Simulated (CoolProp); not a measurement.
CH3F (R41) along the isotherm -58.65 °C: density (kg/m³) from the reference equation and from simpler models built on Tc = 44.1 °C, pc = 5.906 MPa, ω = 0.200; each cubic takes its own stable root.

The numbers come from the reference Helmholtz-energy equation of state, Lemmon 2006 in CoolProp. It is a short technical equation, of lower accuracy than the large ones.

```
p (MPa)   phase  reference  van der Waals  Redlich-Kwong  Soave-Redlich-Kwong
-------  ------  ---------  -------------  -------------  -------------------
0.227       gas      4.632          4.462          4.513                4.528
0.454    liquid      838.8              …          646.4                664.8
0.681    liquid      839.2          14.33          646.9                665.2
0.909    liquid      839.6          19.92          647.4                665.6
1.14     liquid      840.0          444.2          647.9                666.0
1.36     liquid      840.4          444.9          648.4                666.4
1.59     liquid      840.8          445.6          648.9                666.9
1.82     liquid      841.2          446.2          649.5                667.3
2.04     liquid      841.6          446.9          649.9                667.7
2.27     liquid      842.0          447.5          650.4                668.1
2.5      liquid      842.4          448.2              …                668.5
2.73     liquid      842.8          448.8          651.4                668.9
2.95     liquid      843.2              …          651.9                669.2
```

### Question
Complete the blanks.

### Answer

- 0.454, van der Waals: 9.218
- 2.5, Redlich-Kwong: 650.9
- 2.95, van der Waals: 449.4

At some of these states van der Waals gives the other phase, because its saturation line lies elsewhere.
